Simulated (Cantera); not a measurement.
Cantera run, input and output.

```python
import numpy as np
import cantera as ct

gas = ct.Solution("gri30.yaml")
gas.TPX = 1475, 1000000, {'CO': 0.018, 'O2': 0.033, 'H2O': 0.00023, 'N2': 1, 'H2': 0.029}
reactor = ct.IdealGasConstPressureReactor(gas, energy="off", clone=False)
net = ct.ReactorNet([reactor])
net.rtol, net.atol = 1e-08, 1e-18
show = ['CO', 'O2', 'H2O', 'H', 'NO', 'N2O']
times = np.geomspace(1e-06, 30, 9)

steps = ct.SolutionArray(gas, extra=["t"])
rows = []
print(f"{'t/s':>10s}{'T/K':>9s}{'P/Pa':>11s}" + "".join(f"{s:>11s}" for s in show))
for t in times:
    while net.time < t:
        t_next = net.step()
        steps.append(gas.state, t=t_next)
    rows.append([np.interp(t, steps.t, y) for y in (steps.T, steps.P, *steps(*show).X.T)])
    print(f"{t:10.3e}{rows[-1][0]:9.1f}{rows[-1][1]:11.4g}" + "".join(f"{x:11.3e}" for x in rows[-1][2:]))
rate = np.gradient(steps.T, steps.t)
print("integrator steps:", len(steps.t))
if steps.T.max() > steps.T[0] + 200:
    print(f"time of steepest temperature rise: {steps.t[rate.argmax()]:.4e} s")
gas.TPX = 1475, 1000000, {'CO': 0.018, 'O2': 0.033, 'H2O': 0.00023, 'N2': 1, 'H2': 0.029}
gas.equilibrate("TP")
print(f"equilibrium (TP): T = {gas.T:.1f} K  " + "  ".join(f"{s} {gas[s].X[0]:.3e}" for s in show))
```

Result:

```
       t/s      T/K       P/Pa         CO         O2        H2O          H         NO        N2O
 1.000e-06   1475.0      1e+06  1.666e-02  3.055e-02  2.130e-04  6.412e-08  6.491e-16  7.657e-13
 8.603e-06   1475.0      1e+06  1.651e-02  2.873e-02  2.864e-03  1.179e-03  2.236e-08  2.647e-08
 7.401e-05   1475.0      1e+06  7.132e-03  1.253e-02  2.714e-02  7.014e-05  5.626e-06  1.426e-06
 6.367e-04   1475.0      1e+06  8.696e-04  9.406e-03  2.756e-02  4.403e-06  5.879e-06  2.175e-06
 5.477e-03   1475.0      1e+06  9.933e-06  8.987e-03  2.765e-02  1.908e-08  6.008e-06  1.410e-06
 4.712e-02   1475.0      1e+06  1.921e-07  8.985e-03  2.766e-02  1.464e-09  6.057e-06  5.594e-08
 4.054e-01   1475.0      1e+06  1.912e-07  8.985e-03  2.766e-02  1.460e-09  6.064e-06  5.270e-08
 3.487e+00   1475.0      1e+06  1.912e-07  8.985e-03  2.766e-02  1.460e-09  6.119e-06  5.270e-08
 3.000e+01   1475.0      1e+06  1.912e-07  8.985e-03  2.766e-02  1.460e-09  6.595e-06  5.270e-08
integrator steps: 1647
equilibrium (TP): T = 1475.0 K  CO 1.925e-07  O2 8.865e-03  H2O 2.766e-02  H 1.465e-09  NO 2.445e-04  N2O 5.237e-08
```

Computed with Cantera and GRI-Mech 3.0 (53 species, 325 reactions). The hydrogen kinetics of GRI-Mech 3.0 are dated; newer H2 mechanisms differ, most at raised pressure. The temperature is held fixed by assumption; the heat of reaction is taken as removed at once.
